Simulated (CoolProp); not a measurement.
Vapour-liquid equilibrium of n-hexane (1) + o-xylene (2) at 469.9 K; x and y are mole fractions of (1).

Model: multi-fluid Helmholtz-energy mixture model, Thol 2019 and Zhou 2012; pair parameters Bell 2016, in CoolProp.

Task: Give the bubble pressure and the first vapour's composition at x = 0.425, 0.5, 0.575. Is there an azeotrope?

Result: x = 0.425: 9.037 bar, y = 0.730; x = 0.5: 10.00 bar, y = 0.777; x = 0.575: 10.97 bar, y = 0.817. No azeotrope shows between x = 0.05 and 0.95.

The pair parameters rest on a limited set of measurements; away from them the model extrapolates.
